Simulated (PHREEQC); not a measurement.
Consider water at 94 °C with 9.3 mmol/kgw Cu(NO3)2, 0.17 mmol/kgw H2SO4 and 31 mmol/kgw FeCl3. Closed to the air; pH follows from the charge balance.

Model: ion-association model, wateq4f.dat, run in PHREEQC.

Each row changes one thing in this solution. Precipitation was switched off in this run.

```
case                                            pH  ionic strength (mol/kgw)  Cu+2 (mol/kgw)  CuOH+ (mol/kgw)  Cu2(OH)2+2 (mol/kgw)  SI of Tenorite (CuO)  SI of Cu(OH)2 (Cu(OH)2)
--------------------------------------------  ----  ------------------------  --------------  ---------------  --------------------  --------------------  -----------------------
as made                                       1.80                     0.152         0.00457          1.25e-9              3.23e-10                 -4.77                    -5.79
0.0058 mol/kgw KCl added                      1.81                     0.157         0.00444          1.23e-9              3.10e-10                 -4.77                    -5.79
H2SO4 left out                                1.80                     0.152         0.00457          1.26e-9              3.27e-10                 -4.76                    -5.78
temperature from 94 to 80 °C                  1.84                     0.156         0.00558          1.69e-9              2.22e-10                 -4.96                    -5.98
FeCl3 replaced by SrCl2 at the same molality  3.57                     0.113         0.00506          8.67e-8               1.50e-6                 -1.15                    -2.17
Cu(NO3)2 from 0.0093 to 0.00837 mol/kgw       1.80                     0.150         0.00409          1.13e-9              2.61e-10                 -4.82                    -5.83
FeCl3 left out                                3.53                    0.0281         0.00922          1.91e-7               5.99e-6                 -0.79                    -1.81
```

Some of these states are supersaturated (in Hematite (slow to form), Goethite (slow to form), Jarosite-K, for instance). Away from 25 °C the constants follow the database's enthalpies or fits; those with neither stay at their 25 °C values.
